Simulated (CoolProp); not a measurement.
CF4 (R14) along the isobar 4.62 MPa: density (kg/m³) from the reference equation and from simpler models built on Tc = 227.4 K, pc = 3.762 MPa, ω = 0.178; each cubic takes its own stable root.

Values from CoolProp's reference Helmholtz-energy equation of state, Platzer 1990. This equation is an older, rougher fit; its heat capacities, sound speeds and derivatives of the liquid may be far off and weren't checked against measurements.

```json
[
 {"T (K)": "189", "phase": "liquid", "reference": "1369", "Redlich-Kwong": "1280", "Peng-Robinson": "1485"},
 {"T (K)": "193", "phase": "liquid", "reference": "1342", "Redlich-Kwong": "1247", "Peng-Robinson": "1446"},
 {"T (K)": "196.9", "phase": "liquid", "reference": "1314", "Redlich-Kwong": "1213", "Peng-Robinson": "1406"},
 {"T (K)": "200.9", "phase": "liquid", "reference": "1283", "Redlich-Kwong": "1177", "Peng-Robinson": "1362"},
 {"T (K)": "204.9", "phase": "liquid", "reference": "1250", "Redlich-Kwong": "1138", "Peng-Robinson": "1315"},
 {"T (K)": "208.9", "phase": "liquid", "reference": "1214", "Redlich-Kwong": "1095", "Peng-Robinson": "1263"},
 {"T (K)": "212.9", "phase": "liquid", "reference": "___", "Redlich-Kwong": "1050", "Peng-Robinson": "___"},
 {"T (K)": "216.9", "phase": "liquid", "reference": "1131", "Redlich-Kwong": "999.3", "Peng-Robinson": "1142"},
 {"T (K)": "220.8", "phase": "liquid", "reference": "1081", "Redlich-Kwong": "___", "Peng-Robinson": "1071"},
 {"T (K)": "224.8", "phase": "liquid", "reference": "1017", "Redlich-Kwong": "___", "Peng-Robinson": "983.5"},
 {"T (K)": "228.8", "phase": "supercritical", "reference": "928.7", "Redlich-Kwong": "796.2", "Peng-Robinson": "871.9"},
 {"T (K)": "232.8", "phase": "supercritical", "reference": "759.6", "Redlich-Kwong": "683.7", "Peng-Robinson": "708.3"},
 {"T (K)": "236.8", "phase": "supercritical", "reference": "___", "Redlich-Kwong": "523.9", "Peng-Robinson": "511.5"},
 {"T (K)": "240.7", "phase": "supercritical", "reference": "409.0", "Redlich-Kwong": "422.2", "Peng-Robinson": "420.0"}
]
```

### Question
Fill in the missing entries.

### Answer

- 212.9, reference: 1175
- 212.9, Peng-Robinson: 1206
- 220.8, Redlich-Kwong: 944.0
- 224.8, Redlich-Kwong: 877.9
- 236.8, reference: 509.7
